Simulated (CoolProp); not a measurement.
Values from CoolProp's reference Helmholtz-energy equation of state, Wu 2012.

Problem. For fluoroethane (R161), give the phase and the density (kg/m³), cp (kJ/(kg K)), cv (kJ/(kg K)), isothermal compressibility (1/MPa) at 203.4 K and 0.0325 MPa; 203.4 K and 0.577 MPa.

Solution. 
- 203.4 K and 0.0325 MPa: liquid; density 862, cp 1.92, cv 1.36, isothermal compressibility 0.000979
- 203.4 K and 0.577 MPa: liquid; density 862, cp 1.92, cv 1.36, isothermal compressibility 0.000974
